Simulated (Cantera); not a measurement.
Input (Python, Cantera):

```python
import numpy as np
import cantera as ct

gas = ct.Solution("gri30.yaml")
gas.TPX = 1050, 13332, {'CO': 0.0091, 'O2': 0.017, 'H2O': 0.0011, 'N2': 1}
reactor = ct.IdealGasConstPressureReactor(gas, energy="off", clone=False)
net = ct.ReactorNet([reactor])
net.rtol, net.atol = 1e-08, 1e-18
show = ['CO', 'O2', 'H2O', 'NO', 'NO2', 'O', 'CO2']
times = np.geomspace(0.0001, 40, 9)

steps = ct.SolutionArray(gas, extra=["t"])
rows = []
print(f"{'t/s':>10s}{'T/K':>9s}{'P/Pa':>11s}" + "".join(f"{s:>11s}" for s in show))
for t in times:
    while net.time < t:
        t_next = net.step()
        steps.append(gas.state, t=t_next)
    rows.append([np.interp(t, steps.t, y) for y in (steps.T, steps.P, *steps(*show).X.T)])
    print(f"{t:10.3e}{rows[-1][0]:9.1f}{rows[-1][1]:11.4g}" + "".join(f"{x:11.3e}" for x in rows[-1][2:]))
rate = np.gradient(steps.T, steps.t)
print("integrator steps:", len(steps.t))
if steps.T.max() > steps.T[0] + 200:
    print(f"time of steepest temperature rise: {steps.t[rate.argmax()]:.4e} s")
gas.TPX = 1050, 13332, {'CO': 0.0091, 'O2': 0.017, 'H2O': 0.0011, 'N2': 1}
gas.equilibrate("TP")
print(f"equilibrium (TP): T = {gas.T:.1f} K  " + "  ".join(f"{s} {gas[s].X[0]:.3e}" for s in show))
```

Result:

```
       t/s      T/K       P/Pa         CO         O2        H2O         NO        NO2          O        CO2
 1.000e-04   1050.0  1.333e+04  8.859e-03  1.655e-02  1.071e-03  1.228e-23  2.579e-33  6.291e-12  6.296e-12
 5.015e-04   1050.0  1.333e+04  8.859e-03  1.655e-02  1.071e-03  4.043e-22  4.255e-31  3.149e-11  3.164e-11
 2.515e-03   1050.0  1.333e+04  8.859e-03  1.655e-02  1.071e-03  1.154e-20  8.041e-29  1.584e-10  1.630e-10
 1.261e-02   1050.0  1.333e+04  8.859e-03  1.655e-02  1.071e-03  3.413e-19  1.004e-25  1.019e-09  1.170e-09
 6.325e-02   1050.0  1.333e+04  8.859e-03  1.655e-02  1.071e-03  1.421e-16  2.639e-20  1.100e-07  1.490e-07
 3.172e-01   1050.0  1.333e+04  2.232e-03  1.318e-02  1.012e-03  1.486e-07  6.478e-11  2.292e-04  6.655e-03
 1.591e+00   1050.0  1.333e+04  6.875e-05  1.220e-02  1.073e-03  1.755e-07  1.022e-09  6.654e-06  8.829e-03
 7.976e+00   1050.0  1.333e+04  2.267e-06  1.217e-02  1.075e-03  1.748e-07  3.360e-09  2.334e-07  8.896e-03
 4.000e+01   1050.0  1.333e+04  6.144e-08  1.217e-02  1.076e-03  1.762e-07  2.238e-09  1.012e-08  8.898e-03
integrator steps: 1668
equilibrium (TP): T = 1050.0 K  CO 6.829e-11  O2 1.217e-02  H2O 1.076e-03  NO 1.424e-05  NO2 4.817e-08  O 2.033e-10  CO2 8.898e-03
```

Cantera simulation using GRI-Mech 3.0 (53 species, 325 reactions); the numbers are that mechanism's predictions, not measurements.
